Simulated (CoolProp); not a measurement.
Saturation properties of hydrogen chloride.

Computed with CoolProp (reference Helmholtz-energy equation of state, Thol 2018).

| T (K) | p (MPa) | liquid density (kg/m³) | enthalpy of vaporisation (kJ/kg) | liquid cp (kJ/(kg K)) | vapour Z |
|---|---|---|---|---|---|
| 185.8 | 0.08839 | 1191 | 446.3 | 1.658 | 0.9731 |
| 193.4 | 0.1351 | 1172 | 438.1 | 1.663 | 0.9640 |
| 201 | 0.1994 | 1153 | 429.5 | 1.670 | 0.9533 |
| 208.6 | 0.2854 | 1133 | 420.4 | 1.681 | 0.9407 |
| 216.2 | 0.3974 | 1112 | 410.7 | 1.696 | 0.9262 |
| 223.8 | 0.5403 | 1091 | 400.5 | 1.714 | 0.9097 |
| 231.5 | 0.7216 | 1069 | (withheld) | 1.738 | 0.8910 |
| 239.1 | 0.9421 | 1046 | 377.6 | (withheld) | 0.8702 |
| 246.7 | 1.209 | 1022 | 364.9 | 1.805 | 0.8472 |
| 254.3 | 1.529 | 997.0 | 351.2 | 1.851 | 0.8217 |
| 261.9 | 1.908 | 970.5 | 336.3 | 1.910 | 0.7935 |
| 269.5 | 2.351 | 942.1 | 320.0 | 1.987 | 0.7623 |
| 277.1 | 2.867 | (withheld) | 301.9 | (withheld) | 0.7277 |
| 284.7 | (withheld) | 878.3 | 281.6 | 2.232 | 0.6892 |

What belongs in the gaps?


- 231.5, enthalpy of vaporisation (kJ/kg): 389.3
- 239.1, liquid cp (kJ/(kg K)): 1.768
- 277.1, liquid density (kg/m³): 911.6
- 277.1, liquid cp (kJ/(kg K)): 2.090
- 284.7, p (MPa): 3.462

It boils at 188.2 K under 1 atm.
